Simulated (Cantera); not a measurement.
## Equilibrium for silicon epitaxy and polysilicon growth: SiH2Cl2 + Cl2 + N2

Input: 1 mol SiH2Cl2, 0.59 mol Cl2, a varied amount of N2, equilibrated at 1323 K and 4.60 mbar.

Cantera equilibrium calculation (NASA polynomials, part measured and part estimated; ideal gas, pure solids and liquids). Candidate condensed phases: NH4Cl, Si, Si3N4; 28 gas species. N2 is the only nitrogen source here; it is nearly inert below about 1500 K, so the nitride shown seldom forms there in practice. The tables' values for SiCl3 are old estimates; treat these amounts as uncertain. Kinetics and transport are ignored.

```tsv
n(N2) (mol)	x N2	x HCl	x SiCl4	x SiCl2	x H2	n Si3N4(s)
28	0.922	0.0562	0.00740	0.00587	0.00524	0.172
36	0.938	0.0449	0.00549	0.00502	0.00386	0.172
46	0.951	0.0359	0.00407	0.00431	0.00286	0.170
59	0.961	0.0286	0.00298	0.00367	0.00210	0.169
76	0.970	0.0225	0.00215	0.00311	0.00154	0.167
98	0.976	0.0177	0.00154	0.00263	0.00112	0.165
130	0.982	0.0136	0.00106	0.00217	0.000791	0.163
160	0.985	0.0111	0.000792	0.00188	0.000613	0.161
210	0.989	0.00855	0.000540	0.00155	0.000439	0.158
```
x: gas mole fraction; n: condensed amount in mol.

From 28 mol N2 to 210 mol N2 the condensed part is Si3N4(s). The main Si-bearing gas is SiCl4 at 28 mol N2 and SiCl2 at 210 mol N2. The share of Si in condensed phases is highest at 28 mol N2 (51.7 %) and lowest at 210 mol N2 (47.4 %).
